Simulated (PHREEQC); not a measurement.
Consider water at 20 °C with 0.7 mol KHSO4 per kg of water. Closed to the air; pH follows from the charge balance.

The numbers come from PHREEQC with the ion-association model, wateq4f.dat.

**Question.** The ionic strength comes out as 0.974 mol/kgw. What activity coefficients do HSO4-, SO4-2, H+, KSO4-, K+ get?

**Answer.** HSO4- 0.63, SO4-2 0.16, H+ 0.74, KSO4- 0.66, K+ 0.60.

No solid was allowed to form. The ionic strength is past about 0.7 mol/kgw, beyond the range of this activity model, so the values are rough.
